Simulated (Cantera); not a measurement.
## Ignition delay

Mixture: CO : H2 : CH4 : O2 : N2 = 1 : 0.79 : 0.19 : 0.75 : 3.82 (molar parts), at 0.987 atm, adiabatic and at constant volume. Ignition delay is the time to a rise of 400 K.

Cantera simulation using GRI-Mech 3.0 (53 species, 325 reactions); the numbers are that mechanism's predictions, not measurements. Below about 1000 K GRI-Mech 3.0 lacks low-temperature oxidation paths. Below about 950 K walls govern HO2 and H2O2 in real vessels.

| T0 (K) | delay (ms) |
|---|---|
| 948 | 5.30 |
| 1023 | 1.23 |
| 1098 | 0.487 |
| 1173 | 0.239 |
| 1248 | 0.136 |
| 1323 | 0.0856 |
| 1398 | 0.0586 |
| 1473 | 0.0425 |
| 1548 | 0.0322 |

```
Item                                                   Result
--------------------------------------------------  ---------
apparent activation energy between 1398 and 1548 K  72 kJ/mol
```
